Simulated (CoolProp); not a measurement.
Vapour-liquid equilibrium of isopentane (1) + toluene (2) at 411.4 K; x and y are mole fractions of (1).

Computed with CoolProp (multi-fluid Helmholtz-energy mixture model, Lemmon 2006 and Lemmon 2006; pair parameters Bell 2016).

```csv
x,"bubble pressure, mixture model (bar)","bubble pressure, Raoult's law (bar)","y, mixture model","y, Raoult's law"
0.05,2.805,2.749,0.274,0.277
0.2,?,4.721,0.631,0.646
0.35,7.101,6.693,0.769,0.797
0.5,9.022,8.665,0.844,0.879
0.65,?,10.64,0.894,0.931
0.8,?,12.61,0.937,0.967
0.95,?,14.58,0.983,0.993
```

Some entries are withheld; supply them.


- 0.2, bubble pressure, mixture model (bar): 4.995
- 0.65, bubble pressure, mixture model (bar): 10.79
- 0.8, bubble pressure, mixture model (bar): 12.55
- 0.95, bubble pressure, mixture model (bar): 14.50

The largest gap from Raoult's law is +6.1 % in bubble pressure, at x = 0.35. No azeotrope shows between x = 0.05 and 0.95.

Pair parameters are fitted to limited data, so mixtures are less certain than the pure fluids. The gap from Raoult's law changes sign with composition, which may be real or a fault of the pair parameters; it wasn't checked against measurements.
